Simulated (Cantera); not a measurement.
Feed: 1 mol CH3SiH3, 0.086 mol CH4, 12 mol H2, held at 0.240 bar.

Equilibrium computed with Cantera from the NASA thermochemical tables; the gas is ideal and each condensed phase is pure. Candidate condensed phases: C, C6H6, C7H8, C8H18, Si, SiC; 87 gas species. The feed counts by its element totals alone. The numbers say what is thermodynamically allowed, not how fast it happens. All values below are at 1750 K.

Base state: H2 0.999, H 0.000475, CH4 0.000219, C2H2 (acetylene) 0.000115 (mole fractions); condensed: C(graphite) + SiC(s).

Problem. What changes in the equilibrium state with this change: CH3SiH3 replaced by CH3SiCl3?

Solution. 
```csv
species,before,after
H2,0.999,0.805
HCl,0,0.191
SiCl2,0,0.00287
SiCl3,0,0.000190
Cl,0,7.80e-5
SiCl4,0,2.23e-5
"C(graphite), mol",0.0791,0.128
"SiC(s), mol",1.000,0.953
```
The tables' values for SiCl3 are old estimates; treat these amounts as uncertain.
